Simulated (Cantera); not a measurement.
**Equilibrium for silicon epitaxy and polysilicon growth: SiCl4 + H2 + Cl2**

Input: 1 mol SiCl4, 12 mol H2, 0.017 mol Cl2, held at 2.90 mbar.

Method: chemical equilibrium by Gibbs-energy minimisation in Cantera with the NASA 1993 tables (ideal gas, pure condensed phases). Candidate condensed phases: Si; 19 gas species. The tables' values for SiCl3, SiCl are old estimates; treat these amounts as uncertain. Equilibrium is a limit: real reactors are often held back by kinetics, nucleation or transport.

```
T (K)   x H2   x HCl  x SiCl2   x SiCl4  n Si(s)
-----  -----  ------  -------  --------  -------
950    0.899  0.0280  0.00133    0.0614   0.0387
1025   0.880  0.0511  0.00531    0.0524   0.0868
1100   0.853  0.0814   0.0158    0.0377    0.116
1175   0.822   0.111   0.0343    0.0200   0.0957
1250   0.801   0.130   0.0532   0.00709   0.0428
1325   0.792   0.137   0.0644   0.00193        0
1400   0.787   0.141   0.0679  0.000524        0
1475   0.785   0.143   0.0694  0.000154        0
1550   0.784   0.144   0.0701   4.98e-5        0
1625   0.783   0.144   0.0704   1.78e-5        0
```
x: gas mole fraction; n: condensed amount in mol.

From 950 K to 1250 K the condensed part is Si(s). From 1325 K to 1625 K nothing is condensed. The main Si-bearing gas is SiCl4 at 950 K and SiCl2 at 1625 K.
